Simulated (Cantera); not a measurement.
An adiabatic, constant-pressure homogeneous reactor starts with 3.33 % CH4, 0.283 % CO, 15.5 % O2, 58.3 % N2, 14.0 % CO2, 8.66 % H2, at 1725 K and 1000000 Pa.

Model: GRI-Mech 3.0 (53 species, 325 reactions), integrated in Cantera.

One state of this run: T (K) = 2674; x CH4 = <1e-12; x CO = 0.0207; x O2 = 0.0463; x H2O = 0.149; x H = 0.000881. x: mole fraction; the columns are a selection and need not sum to one.

### Question
Which value of t (s) does it belong to?
(A) 0.00423
(B) 5.97e-6
(C) 1.78e-5
(D) 2.00e-6

### Answer
A, 0.00423
